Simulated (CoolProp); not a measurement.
Vapour-liquid equilibrium of R22 (1) + cyclohexane (2) at 329 K; x and y are mole fractions of (1).

The numbers come from the multi-fluid Helmholtz-energy mixture model, Kamei 1995 and Zhou 2014; pair parameters Bell 2016 in CoolProp.

```json
[
 {"x": "0.05", "bubble pressure, mixture model (kPa)": "250.0", "bubble pressure, Raoult's law (kPa)": "153.5", "y, mixture model": "0.817", "y, Raoult's law": "0.722"},
 {"x": "0.125", "bubble pressure, mixture model (kPa)": "519.9", "bubble pressure, Raoult's law (kPa)": "316.3", "y, mixture model": "___", "y, Raoult's law": "0.876"},
 {"x": "0.2", "bubble pressure, mixture model (kPa)": "746.5", "bubble pressure, Raoult's law (kPa)": "479.2", "y, mixture model": "0.937", "y, Raoult's law": "0.925"},
 {"x": "0.275", "bubble pressure, mixture model (kPa)": "___", "bubble pressure, Raoult's law (kPa)": "642.1", "y, mixture model": "0.950", "y, Raoult's law": "0.949"},
 {"x": "0.35", "bubble pressure, mixture model (kPa)": "1089", "bubble pressure, Raoult's law (kPa)": "805.0", "y, mixture model": "0.957", "y, Raoult's law": "0.964"},
 {"x": "0.425", "bubble pressure, mixture model (kPa)": "1219", "bubble pressure, Raoult's law (kPa)": "967.8", "y, mixture model": "___", "y, Raoult's law": "0.973"},
 {"x": "0.5", "bubble pressure, mixture model (kPa)": "___", "bubble pressure, Raoult's law (kPa)": "1131", "y, mixture model": "0.966", "y, Raoult's law": "0.980"},
 {"x": "0.575", "bubble pressure, mixture model (kPa)": "1435", "bubble pressure, Raoult's law (kPa)": "1294", "y, mixture model": "0.970", "y, Raoult's law": "0.985"},
 {"x": "0.65", "bubble pressure, mixture model (kPa)": "1537", "bubble pressure, Raoult's law (kPa)": "1456", "y, mixture model": "0.973", "y, Raoult's law": "0.989"},
 {"x": "0.725", "bubble pressure, mixture model (kPa)": "1644", "bubble pressure, Raoult's law (kPa)": "1619", "y, mixture model": "___", "y, Raoult's law": "0.992"},
 {"x": "0.8", "bubble pressure, mixture model (kPa)": "1764", "bubble pressure, Raoult's law (kPa)": "1782", "y, mixture model": "0.981", "y, Raoult's law": "0.995"},
 {"x": "0.875", "bubble pressure, mixture model (kPa)": "1905", "bubble pressure, Raoult's law (kPa)": "1945", "y, mixture model": "0.986", "y, Raoult's law": "0.997"},
 {"x": "0.95", "bubble pressure, mixture model (kPa)": "2078", "bubble pressure, Raoult's law (kPa)": "2108", "y, mixture model": "0.994", "y, Raoult's law": "0.999"}
]
```

Question: Some entries are withheld; supply them.

Answer: 
- 0.125, y, mixture model: 0.910
- 0.275, bubble pressure, mixture model (kPa): 934.2
- 0.425, y, mixture model: 0.962
- 0.5, bubble pressure, mixture model (kPa): 1332
- 0.725, y, mixture model: 0.977

The largest gap from Raoult's law is +64.4 % in bubble pressure, at x = 0.125. No azeotrope shows between x = 0.05 and 0.95.

The pair parameters rest on a limited set of measurements; away from them the model extrapolates. The gap from Raoult's law changes sign with composition, which may be real or a fault of the pair parameters; it wasn't checked against measurements. With so large a gap from Raoult's law the liquid may split in two, which this calculation doesn't test in full.
